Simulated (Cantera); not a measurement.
Mixture: 12.8 % CH4, 17.1 % O2, 64.2 % N2, 5.90 % H2O, equivalence ratio 1.5, at 0.987 atm, adiabatic and at constant pressure. Ignition delay is the time to a rise of 400 K.

Detailed kinetics in Cantera: GRI-Mech 3.0 (53 species, 325 reactions).

Question: Predict: delay at 1173 K; delay at 1223 K; delay at 1273 K; delay at 1323 K; delay at 1373 K; delay at 1423 K; delay at 1473 K; apparent activation energy between 1373 and 1473 K.

Answer: 
- delay at 1173 K: 98.0 ms
- delay at 1223 K: 48.6 ms
- delay at 1273 K: 24.8 ms
- delay at 1323 K: 13.0 ms
- delay at 1373 K: 7.01 ms
- delay at 1423 K: 3.86 ms
- delay at 1473 K: 2.18 ms
- apparent activation energy between 1373 and 1473 K: 200 kJ/mol
